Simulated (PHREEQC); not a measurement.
Dissolve 19 mmol/kgw NH4HS, 80 mmol/kgw K2SO4 and 0.24 mmol/kgw KH2PO4 at 35 °C. Closed to the air; pH follows from the charge balance.

Model: ion-association model, phreeqc.dat, run in PHREEQC.

Problem. The ionic strength comes out as 0.216 mol/kgw. What activity coefficients do H2PO4-, NH4SO4-, SO4-2, KHPO4-, HS- get?

Solution. H2PO4- 0.74, NH4SO4- 0.74, SO4-2 0.28, KHPO4- 0.74, HS- 0.70.

This is a speciation only: nothing precipitates in the calculation. Species that the database lacks are ignored.
